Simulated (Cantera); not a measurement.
A freely propagating, adiabatic, planar premixed flame of 33.7 % H2, 13.0 % O2, 53.3 % N2, equivalence ratio 1.3, unburnt at 425 K and 48000 Pa; mixture-averaged transport, grid criteria slope 0.08 and curve 0.16, no radiation.

Model: the H2/O2 subset of GRI-Mech 3.0, which has no nitrogen chemistry, integrated in Cantera. Burning velocities carry a grid error of a few per cent, more on coarse grids.

Q: Predict: laminar burning velocity; thermal thickness; peak x(H2O2); peak x(O); peak x(HO2).

A: 
```json
{
 "laminar_burning_velocity": "425 cm/s",
 "thermal_thickness": "1.07 mm",
 "peak x(H2O2)": "3.46e-5",
 "peak x(O)": "0.00817",
 "peak x(HO2)": "0.000246"
}
```
